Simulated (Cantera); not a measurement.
An isothermal, constant-pressure homogeneous reactor starts with NH3 : N2 = 1 : 2.9 (molar parts), at 1450 K and 428 Torr. Integrator tolerance rtol = 1e-08.

Detailed kinetics in Cantera: the gas-phase N/H chemistry of the illustrative SiF4/NH3 mechanism in the Surface Chemkin manual (1991). Walls and surfaces, which speed up NH3 decomposition in real reactors, are not modelled.

Task: What does this change do: temperature 1450 to 1600 K?

Result: 
```tsv
quantity	before	after
x(NH3) at 90.0 s	0.148 (gas-phase equilibrium 5.73e-6)	0.0154 (gas-phase equilibrium 3.71e-6)
x(N2H2) at 90.0 s	1.81e-8 (gas-phase equilibrium <1e-12)	1.29e-9 (gas-phase equilibrium <1e-12)
x(N) at 90.0 s	7.95e-10 (gas-phase equilibrium <1e-12)	2.59e-9 (gas-phase equilibrium <1e-12)
x(NH2) at 90.0 s	8.75e-6 (gas-phase equilibrium 2.76e-10)	4.57e-6 (gas-phase equilibrium 1.16e-9)
x(H2) at 90.0 s	0.130 (gas-phase equilibrium 0.306)	0.288 (gas-phase equilibrium 0.306)
x(H) at 90.0 s	3.65e-6 (gas-phase equilibrium 6.98e-6)	3.58e-5 (gas-phase equilibrium 4.01e-5)
```

Task: What does this change do: N2 2.9 to 6.2 parts?

Result: 
```csv
quantity,before,after
x(NH3) at 90.0 s,0.148 (gas-phase equilibrium 5.73e-6),0.0793 (gas-phase equilibrium 2.87e-6)
x(N2H2) at 90.0 s,1.81e-8 (gas-phase equilibrium <1e-12),9.90e-9 (gas-phase equilibrium <1e-12)
x(N) at 90.0 s,7.95e-10 (gas-phase equilibrium <1e-12),1.01e-9 (gas-phase equilibrium <1e-12)
x(NH2) at 90.0 s,8.75e-6 (gas-phase equilibrium 2.76e-10),6.30e-6 (gas-phase equilibrium 1.79e-10)
x(H2) at 90.0 s,0.130 (gas-phase equilibrium 0.306),0.0785 (gas-phase equilibrium 0.183)
x(H) at 90.0 s,3.65e-6 (gas-phase equilibrium 6.98e-6),2.95e-6 (gas-phase equilibrium 5.39e-6)
```
